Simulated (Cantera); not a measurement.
Reactions in the system C-O-Ti

Cantera with NASA thermochemical tables; ideal gases at 1 bar, condensed phases pure. Values are per mole of reaction as written; species without (g) are pure solids or liquids, kept so even where they would boil at 1 bar. TiC: taken at fixed stoichiometry.

TiO(g) + CO₂(g) ⇌ O₃(g) + TiC

```csv
T (K),ΔH° (kJ),ΔS° (J/K),ΔG° (kJ),log10 K
300,296.8,-184.0,352.0,-61.29
1575,314.7,-162.7,570.9,-18.93
1675,316.6,-161.5,587.1,-18.31
1775,318.8,-160.2,603.2,-17.75
1875,321.2,-158.9,619.1,-17.25
1975,323.8,-157.5,635.0,-16.79
2075,326.8,-156.1,650.6,-16.38
```

2 O₃(g) + 3 TiC ⇌ 3 TiO(g) + 3 CO(g)

```csv
T (K),ΔH° (kJ),ΔS° (J/K),ΔG° (kJ),log10 K
300,100.3,742.7,-122.5,21.33
1575,40.8,676.8,-1025.1,34.00
1675,34.1,672.6,-1092.6,34.07
1775,26.8,668.4,-1159.6,34.13
1875,19.0,664.1,-1226.3,34.16
1975,10.5,659.7,-1292.5,34.18
2075,1.3,655.2,-1358.2,34.19
```
